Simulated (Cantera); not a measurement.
Input: 1 mol C₃H₆, 0.26 mol H₂O, 30 mol H₂, equilibrated at 2173 K and 8.30 bar.

Method: chemical equilibrium by Gibbs-energy minimisation in Cantera with the NASA 1993 tables (ideal gas, pure condensed phases). Candidate condensed phases: C, C₆H₆, C₇H₈, C₈H₁₈, H₂O; 110 gas species. Rates play no part.

Base state: H₂ 0.986, CO 0.00776, CH₄ 0.00225, C₂H₂ (acetylene) 0.00218, H 0.00166, CH₃ 7.31e-5, C₂H₄ 4.93e-5 (mole fractions); condensed: C(graphite).

Task: What changes in the equilibrium state with this change: temperature from 2173 K to 1998 K?

Result: 
| species | before | after |
|---|---|---|
| H₂ | 0.986 | 0.987 |
| CO | 0.00776 | 0.00777 |
| CH₄ | 0.00225 | 0.00345 |
| C₂H₂ (acetylene) | 0.00218 | 0.000748 |
| H | 0.00166 | 0.000553 |
| CH₃ | 7.31e-5 | 3.83e-5 |
| C₂H₄ | 4.93e-5 | 4.18e-5 |
| C(graphite), mol | 2.51 | 2.57 |
